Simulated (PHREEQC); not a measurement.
Make-up at 25 °C: 0.042 mol HF, 0.0036 mol NaF and 4.1e-05 mol H4SiO4 per kg of water. Closed to the air; pH follows from the charge balance.

Model: ion-association model, phreeqc.dat, run in PHREEQC.

Each row changes one thing in this solution. Precipitation was switched off in this run.

```csv
case,pH,ionic strength (mol/kgw),HF (mol/kgw),F- (mol/kgw),HF2- (mol/kgw)
as made,2.40,0.00791,0.0366,0.00683,0.000959
NaF left out,2.28,0.00569,…,0.00490,0.000668
temperature from 25 to 15 °C,2.36,0.00835,0.0362,0.00730,0.000926
HF from 0.042 to 0.021 mol/kgw,2.63,0.00613,0.0180,0.00562,0.000387
H4SiO4 from 4.1e-05 to 4.51e-05 mol/kgw,2.40,0.00791,0.0366,0.00682,0.000958
H4SiO4 left out,…,0.00785,…,0.00688,0.000971
NaF from 0.0036 to 0.0054 mol/kgw,2.46,0.00918,0.0369,0.00793,0.00112
temperature from 25 to 55 °C,…,0.00666,0.0379,0.00561,0.000930
HF left out,7.28,0.00359,2.67e-7,0.00359,3.67e-9
```

**Question.** Complete the blanks.

**Answer.** 
- NaF left out, HF (mol/kgw): 0.0355
- H4SiO4 left out, pH: 2.41
- H4SiO4 left out, HF (mol/kgw): 0.0368
- temperature from 25 to 55 °C, pH: 2.55

Away from 25 °C the constants follow the database's enthalpies or fits; those with neither stay at their 25 °C values. SiF6-2 is the database's only silicon fluoride.
